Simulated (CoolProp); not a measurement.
1,2-dichloroethane along the isotherm 330.8 K: Z from the reference equation and from simpler models built on Tc = 561.6 K, pc = 5.226 MPa, ω = 0.269; each cubic takes its own stable root.

Computed with CoolProp (reference Helmholtz-energy equation of state, Thol 2015).

```csv
p (MPa),phase,reference,Redlich-Kwong,Soave-Redlich-Kwong
4.75,liquid,(withheld),0.1669,0.1623
9.5,liquid,0.2828,0.3309,(withheld)
14.3,liquid,0.4238,0.4941,0.4824
19,liquid,(withheld),0.6517,0.6375
23.8,liquid,0.6996,0.8109,0.7944
28.5,liquid,0.8346,0.9652,0.9468
33.3,liquid,0.9715,1.121,(withheld)
38,liquid,1.105,(withheld),(withheld)
42.8,liquid,1.240,1.427,(withheld)
47.5,liquid,1.372,(withheld),1.553
52.3,liquid,1.505,1.728,1.703
```

Question: What belongs in the gaps?

Answer: 
- 4.75, reference: 0.1421
- 9.5, Soave-Redlich-Kwong: 0.3225
- 19, reference: 0.5608
- 33.3, Soave-Redlich-Kwong: 1.101
- 38, Redlich-Kwong: 1.273
- 38, Soave-Redlich-Kwong: 1.252
- 42.8, Soave-Redlich-Kwong: 1.404
- 47.5, Redlich-Kwong: 1.576
